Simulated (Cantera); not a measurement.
Charge: 1 mol PH3, 0.11 mol H2, held at 1000 Pa.

These are equilibrium values from Cantera (NASA tables, ideal gas, pure condensed phases), not measurements of a reactor. Candidate condensed phases: P; 7 gas species. Equilibrium is a limit: real reactors are often held back by kinetics, nucleation or transport.

x: gas mole fraction; nothing condenses.

```tsv
T (K)	x H2	x P2	x P4	x H	x P	x PH
1048	0.838	0.0630	0.0987	7.07e-8	1.38e-9	1.85e-8
1148	0.804	0.142	0.0539	6.42e-7	2.45e-8	1.39e-7
1248	0.776	0.206	0.0176	4.12e-6	2.35e-7	6.45e-7
1348	0.766	0.229	___	___	___	___
1448	0.764	0.235	0.00121	8.06e-5	6.77e-6	5.99e-6
1548	0.763	0.236	0.000377	0.000269	2.57e-5	1.44e-5
1648	0.762	0.237	___	___	___	___
1748	0.761	0.236	5.42e-5	0.00199	0.000233	6.16e-5
```

**Question.** Complete the blanks.

**Answer.** 
- 1348, x P4: 0.00449
- 1348, x H: 2.03e-5
- 1348, x P: 1.45e-6
- 1348, x PH: 2.17e-6
- 1648, x P4: 0.000135
- 1648, x H: 0.000778
- 1648, x P: 8.26e-5
- 1648, x PH: 3.12e-5
